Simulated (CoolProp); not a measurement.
Diethyl ether along the isotherm 398.2 K: density (kg/m³) from the reference equation and from simpler models built on Tc = 467.9 K, pc = 3717 kPa, ω = 0.282; each cubic takes its own stable root.

Computed with CoolProp (reference Helmholtz-energy equation of state, Thol 2014).

| p (kPa) | phase | reference |
|---|---|---|
| 118 | gas | 2.694 |
| 268 | gas | 6.282 |
| 609 | gas | 15.31 |
| 1390 | liquid | 569.5 |
| 3150 | liquid | 578.2 |
| 7180 | liquid | 594.0 |
| 16300 | liquid | 619.4 |
| 37200 | liquid | 656.7 |

**Question.** How far does each simpler model (van der Waals, Soave-Redlich-Kwong, Peng-Robinson) lie from the reference over these 8 states: mean and median of the absolute difference, and the worst?

**Answer.** 
- van der Waals: mean 29.5 %, median 31.8 %, worst -93.2 % at 398.2 K and 1390 kPa
- Soave-Redlich-Kwong: mean 5.7 %, median 6.1 %, worst -11.9 % at 398.2 K and 1390 kPa
- Peng-Robinson: mean 1.7 %, median 0.5 %, worst +6.0 % at 398.2 K and 37200 kPa

At some of these states van der Waals gives the other phase, because its saturation line lies elsewhere.
